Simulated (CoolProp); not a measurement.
A single-stage vapour-compression cycle with tetrahydrofuran: evaporating at 305.15 K (dew point), condensing at 334.15 K (bubble point), superheat 5 K, subcooling 8 K, compressor efficiency 0.65, no pressure losses. Each further row changes one setting.

Computed with CoolProp (reference Helmholtz-energy equation of state, Fiedler 2023).

| case | cooling COP | pressure ratio | discharge temperature (K) | refrigerating effect (kJ/kg) | volumetric capacity (kJ/m³) |
|---|---|---|---|---|---|
| as stated | 6.59 | 2.95 | 362.1 | 409 | 337 |
| evaporating temperature 310.15 K | 8.20 | 2.41 | 357.5 | 414 | 413 |
| condensing temperature 329.15 K | 8.06 | 2.49 | 354.1 | 418 | 344 |
| subcooling 13 K | 6.74 | 2.95 | 362.1 | 418 | 344 |
| superheat 15 K | 6.57 | 2.95 | 371.9 | 420 | 335 |
| compressor efficiency 0.55 | 5.58 | 2.95 | 370.4 | 409 | 337 |
